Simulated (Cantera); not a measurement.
**Transport properties of process gases**

Gas mixture: CH3OH : CH4 = 0.13 : 0.95 (molar parts), at 1.28 atm, frozen composition.

Cantera's kinetic-theory transport with the Lennard-Jones parameters of GRI-Mech 3.0, ideal gas; thermal conductivity in the multicomponent form. Polar gases are described roughly by these parameters. The composition is frozen, though it would react at the higher temperatures.

| T (K) | ρ (kg/m³) | cp (J/kg/K) | μ (µPa s) | λ (mW/m/K) | Pr | D (cm²/s) CH4 | D (cm²/s) H2O | D (cm²/s) CO2 |
|---|---|---|---|---|---|---|---|---|
| 400 | 0.702 | 2328 | 14.3 | 47.6 | 0.699 | 0.220 | 0.294 | 0.214 |
| 600 | 0.468 | 3032 | 19.6 | 84.0 | 0.709 | 0.467 | 0.641 | 0.447 |
| 800 | 0.351 | 3668 | 24.3 | 125 | 0.714 | 0.781 | 1.09 | 0.741 |
| 1000 | 0.281 | 4204 | 28.4 | 167 | 0.717 | 1.15 | 1.63 | 1.09 |
| 1200 | 0.234 | 4636 | 32.2 | 208 | 0.719 | 1.58 | 2.24 | 1.49 |
| 1400 | 0.201 | 4984 | 35.8 | 248 | 0.720 | 2.06 | 2.93 | 1.93 |
| 1600 | 0.176 | 5265 | 39.1 | 286 | 0.720 | 2.58 | 3.69 | 2.41 |
| 1800 | 0.156 | 5493 | 42.3 | 323 | 0.720 | 3.15 | 4.52 | 2.94 |
| 2000 | 0.140 | 5680 | 45.4 | 358 | 0.720 | 3.75 | 5.40 | 3.51 |
D: mixture-averaged diffusion coefficient of that species in the mixture.
